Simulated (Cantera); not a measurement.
Input: 1 mol Fe₂O₃, 17 mol CO, 0.17 mol N₂, at 4.10 mbar.

These are equilibrium values from Cantera (NASA tables, ideal gas, pure condensed phases), not measurements of a reactor. Candidate condensed phases: C, Fe, Fe(CO)₅, FeO, Fe₂O₃, Fe₃O₄; 27 gas species. Mutual solubility and eutectic melting of coexisting phases are not modelled. The tables' stoichiometric FeO is somewhat more stable than real wüstite, so its field is too wide. FeO: taken at fixed stoichiometry. Rates play no part.

x: gas mole fraction; n: condensed amount in mol.

| T (°C) | x CO | x CO₂ | x Fe | x O | n Fe(α) | n FeO(s) | n Fe(γ) | n Fe(δ) | n FeO(l) |
|---|---|---|---|---|---|---|---|---|---|
| 602 | 0.815 | 0.175 | <1e-12 | <1e-12 | 2.00 | 0 | 0 | 0 | 0 |
| 752 | 0.815 | 0.175 | 1.20e-11 | <1e-12 | 2.00 | 0 | 0 | 0 | 0 |
| 902 | 0.821 | 0.169 | [?] | <1e-12 | 1.91 | [?] | 0 | 0 | 0 |
| 1052 | 0.837 | 0.153 | 5.35e-7 | 3.06e-12 | 0 | 0.377 | 1.62 | 0 | 0 |
| 1202 | 0.850 | 0.140 | 2.13e-5 | 3.85e-10 | 0 | 0.601 | 1.40 | 0 | 0 |
| 1352 | 0.860 | 0.129 | 0.000423 | 1.97e-8 | 0 | 0.779 | 1.21 | 0 | 0 |
| 1502 | 0.877 | 0.108 | 0.00497 | 4.56e-7 | 0 | 0 | 0 | 0.780 | 1.13 |
| 1652 | 0.860 | 0.0930 | 0.0369 | 6.69e-6 | 0 | 0 | 0 | 0 | 1.34 |
| 1802 | 0.742 | 0.149 | 0.0971 | 0.000138 | 0 | 0 | 0 | 0 | 0.106 |
| 1952 | 0.735 | 0.150 | 0.101 | 0.00113 | 0 | 0 | 0 | 0 | 0 |
| 2102 | 0.740 | [?] | 0.0988 | [?] | 0 | 0 | 0 | 0 | 0 |
| 2252 | 0.752 | 0.106 | 0.0964 | 0.0236 | 0 | 0 | 0 | 0 | 0 |

Task: Fill in the missing entries.

Result: 
- 2102, x CO₂: 0.138
- 2102, x O: 0.00633
- 902, x Fe: 5.14e-9
- 902, n FeO(s): 0.0911
